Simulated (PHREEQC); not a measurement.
Consider water at 20 °C with 0.012 mol Na2HPO4 per kg of water. Closed to the air; pH follows from the charge balance.

All values are PHREEQC results (ion-association model, wateq4f.dat), not measurements.

Each row changes one thing in this solution. This is a speciation only: nothing precipitates in the calculation.

```tsv
case	pH	ionic strength (mol/kgw)
as made	9.39	0.0355
temperature from 20 to 25 °C	9.33	0.0355
diluted 10-fold with water	9.16	0.00358
temperature from 20 to 55 °C	8.97	___
Na2HPO4 from 0.012 to 0.006 mol/kgw	9.37	0.0178
Na2HPO4 replaced by K2HPO4 at the same molality	9.39	0.0355
diluted 100-fold with water	8.71	0.000356
Na2HPO4 replaced by Na2SeO4 at the same molality	7.12	0.0360
Na2HPO4 from 0.012 to 0.06 mol/kgw	___	___
```

### Question
Fill in the missing entries.

### Answer

- temperature from 20 to 55 °C, ionic strength (mol/kgw): 0.0354
- Na2HPO4 from 0.012 to 0.06 mol/kgw, pH: 9.28
- Na2HPO4 from 0.012 to 0.06 mol/kgw, ionic strength (mol/kgw): 0.172

Species that the database lacks are ignored. H3PO4, which wateq4f.dat lacks, is added to it with the constant of phreeqc.dat. Constants without temperature data keep their 25 °C values here.
